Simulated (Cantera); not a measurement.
Input: 1 mol CH3SiH3, 2.3 mol HCl, 130 mol H2, held at 2073 K and 540 Torr.

Method: chemical equilibrium by Gibbs-energy minimisation in Cantera with the NASA 1993 tables (ideal gas, pure condensed phases). Candidate condensed phases: C, C6H6, C7H8, C8H18, Si, SiC; 109 gas species. The feed counts by its element totals alone. The tables' values for SiCl are old estimates; treat these amounts as uncertain. Gases not in the tables: Si2H6 and higher silanes. Kinetics and transport are ignored.

Question: What is the equilibrium state?

Answer: 
| Item | Result |
|---|---|
| x(H2) | 0.980 |
| x(HCl) | 0.0166 |
| x(H) | 0.00307 |
| x(SiCl2) | 0.000157 |
| x(C2H2 (acetylene)) | 9.44e-5 |
| x(CH4) | 6.83e-5 |
| x(SiH2) | 3.94e-5 |
| x(Cl) | 3.84e-5 |
| x(Si) | 3.51e-5 |
| n(SiC(s)) | 0.964 mol |
| gas amount | 135.5 mol |
| log10 activity of C(graphite) (absent) | -0.55 |
| log10 activity of Si(l) (absent) | -0.60 |
